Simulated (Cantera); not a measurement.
**Transport properties of process gases**

Gas mixture: CH4 : CH3OH : C2H4 : N2 = 0.69 : 0.6 : 0.55 : 0.34 (molar parts), at 10.00 Torr, frozen composition.

Cantera's kinetic-theory transport with the Lennard-Jones parameters of GRI-Mech 3.0, ideal gas; thermal conductivity in the multicomponent form. Polar gases are described roughly by these parameters. The composition is frozen, though it would react at the higher temperatures.

| T (K) | ρ (kg/m³) | cp (J/kg/K) | μ (µPa s) | λ (mW/m/K) | Pr | D (cm²/s) N2 | D (cm²/s) NH3 | D (cm²/s) CH4 |
|---|---|---|---|---|---|---|---|---|
| 400 | 0.0102 | 1769 | 14.8 | 36.6 | 0.714 | 22.8 | 23.9 | 23.0 |
| 600 | 0.00677 | 2281 | 20.9 | 66.1 | 0.723 | 46.9 | 52.1 | 47.9 |
| 800 | 0.00508 | 2694 | 26.3 | 97.7 | 0.726 | 77.0 | 88.7 | 79.4 |
| 1000 | 0.00406 | 3031 | 31.2 | 130 | 0.728 | 113 | 133 | 117 |
| 1200 | 0.00339 | 3291 | 35.6 | 161 | 0.729 | 153 | 183 | 159 |
| 1400 | 0.00290 | 3498 | 39.7 | 191 | 0.729 | 198 | 239 | 206 |
| 1600 | 0.00254 | 3661 | 43.6 | 219 | 0.729 | 248 | 301 | 258 |
| 1800 | 0.00226 | 3790 | 47.2 | 246 | 0.728 | 302 | 369 | 315 |
| 2000 | 0.00203 | 3892 | 50.7 | 271 | 0.728 | 360 | 441 | 375 |
D: mixture-averaged diffusion coefficient of that species in the mixture.
